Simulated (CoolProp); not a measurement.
Values from CoolProp's reference Helmholtz-energy equation of state, Lemmon 2006. It is a short technical equation, of lower accuracy than the large ones.

Task: Give the vapour pressure (bar), vapour density (kg/m³), enthalpy of vaporisation (kJ/kg), liquid cp (kJ/(kg K)) of saturated CH3F (R41) at -13.85, -8.25, -2.55 °C.

Result: 
```csv
T (°C),p (bar),vapour density (kg/m³),enthalpy of vaporisation (kJ/kg),liquid cp (kJ/(kg K))
-13.85,13.7,27.7,371,2.41
-8.25,16.2,33.0,356,2.49
-2.55,19.0,39.4,341,2.58
```
